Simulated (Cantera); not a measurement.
Charge: 1 mol (CH₃)₂SiCl₂, 1.2 mol C₂H₂, 17 mol H₂, held at 13.3 mbar.

Cantera equilibrium calculation (NASA polynomials, part measured and part estimated; ideal gas, pure solids and liquids). Candidate condensed phases: C, C₆H₆, C₇H₈, C₈H₁₈, Si, SiC; 109 gas species. The feed counts by its element totals alone. The tables' values for SiCl are old estimates; treat these amounts as uncertain. Gases not in the tables: Si₂H₆ and higher silanes. The numbers say what is thermodynamically allowed, not how fast it happens. All values below are at 2200 °C.

Base state: H₂ 0.715, H 0.163, HCl 0.0656, Si 0.0271, Cl 0.0106, C₂H₂ (acetylene) 0.00690, SiC₂ 0.00649, Si₂C 0.00150 (mole fractions); condensed: C(graphite).

Q: What changes in the equilibrium state with this change: 0.19 mol Cl₂ added?

A: 
```json
[
 {"species": "H₂", "before": "0.715", "after": "0.704"},
 {"species": "H", "before": "0.163", "after": "0.162"},
 {"species": "HCl", "before": "0.0656", "after": "0.0770"},
 {"species": "Cl", "before": "0.0106", "after": "0.0126"},
 {"species": "Si", "before": "0.0271", "after": "0.0265"},
 {"species": "SiCl₂", "before": "0.000844", "after": "0.00116"},
 {"species": "SiCl", "before": "0.00113", "after": "0.00132"},
 {"species": "C(graphite), mol", "before": "3.67", "after": "3.68"}
]
```
